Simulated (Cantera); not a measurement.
**Thermodynamics of hydrogen reduction and annealing atmospheres, feed Cu2O + H2 + N2**

A closed system holds: 1 mol Cu2O, a varied amount of H2, 1.6 mol N2, held at 1500 K and 770000 Pa.

Cantera equilibrium calculation (NASA polynomials, part measured and part estimated; ideal gas, pure solids and liquids). Candidate condensed phases: Cu, CuO, Cu(OH)2, Cu2O, H2O; 27 gas species. Mutual solubility and eutectic melting of coexisting phases are not modelled. Kinetics and transport are ignored.

From 0.42 mol H2 to 0.79 mol H2 the condensed part is Cu(l) + Cu2O(s). From 1.2 mol H2 to 3.4 mol H2 the condensed part is Cu(l). The main Cu-bearing gas is Cu throughout.

```json
[
 {"n(H2) (mol)": "0.42", "x N2": "0.792", "x H2": "3.94e-5", "x H2O": "0.208", "x NH3": "1.05e-10", "x O2": "1.30e-5", "x NO": "9.63e-6", "x OH": "6.00e-6", "x H": "3.98e-8", "n Cu(l)": "0.840", "n Cu2O(s)": "0.580"},
 {"n(H2) (mol)": "0.79", "x N2": "0.669", "x H2": "6.26e-5", "x H2O": "0.330", "x NH3": "1.93e-10", "x O2": "1.30e-5", "x NO": "8.86e-6", "x OH": "7.57e-6", "x H": "5.02e-8", "n Cu(l)": "1.58", "n Cu2O(s)": "0.210"},
 {"n(H2) (mol)": "1.2", "x N2": "0.571", "x H2": "0.0714", "x H2O": "0.357", "x NH3": "6.88e-6", "x O2": "1.16e-11", "x NO": "7.75e-9", "x OH": "2.42e-7", "x H": "1.70e-6", "n Cu(l)": "2.00", "n Cu2O(s)": "0"},
 {"n(H2) (mol)": "1.5", "x N2": "0.516", "x H2": "0.161", "x H2O": "0.323", "x NH3": "2.22e-5", "x O2": "1.86e-12", "x NO": "2.95e-9", "x OH": "1.46e-7", "x H": "2.55e-6", "n Cu(l)": "2.00", "n Cu2O(s)": "0"},
 {"n(H2) (mol)": "1.9", "x N2": "0.457", "x H2": "0.257", "x H2O": "0.286", "x NH3": "4.20e-5", "x O2": "<1e-12", "x NO": "1.54e-9", "x OH": "1.02e-7", "x H": "3.22e-6", "n Cu(l)": "2.00", "n Cu2O(s)": "0"},
 {"n(H2) (mol)": "2.3", "x N2": "0.410", "x H2": "0.333", "x H2O": "0.256", "x NH3": "5.88e-5", "x O2": "<1e-12", "x NO": "1.01e-9", "x OH": "8.05e-8", "x H": "3.66e-6", "n Cu(l)": "2.00", "n Cu2O(s)": "0"},
 {"n(H2) (mol)": "2.6", "x N2": "0.381", "x H2": "0.381", "x H2O": "0.238", "x NH3": "6.92e-5", "x O2": "<1e-12", "x NO": "7.91e-10", "x OH": "6.99e-8", "x H": "3.91e-6", "n Cu(l)": "2.00", "n Cu2O(s)": "0"},
 {"n(H2) (mol)": "3", "x N2": "0.348", "x H2": "0.435", "x H2O": "0.217", "x NH3": "8.06e-5", "x O2": "<1e-12", "x NO": "6.05e-10", "x OH": "5.97e-8", "x H": "4.18e-6", "n Cu(l)": "2.00", "n Cu2O(s)": "0"},
 {"n(H2) (mol)": "3.4", "x N2": "0.320", "x H2": "0.480", "x H2O": "0.200", "x NH3": "8.97e-5", "x O2": "<1e-12", "x NO": "4.83e-10", "x OH": "5.23e-8", "x H": "4.39e-6", "n Cu(l)": "2.00", "n Cu2O(s)": "0"}
]
```
x: gas mole fraction; n: condensed amount in mol.
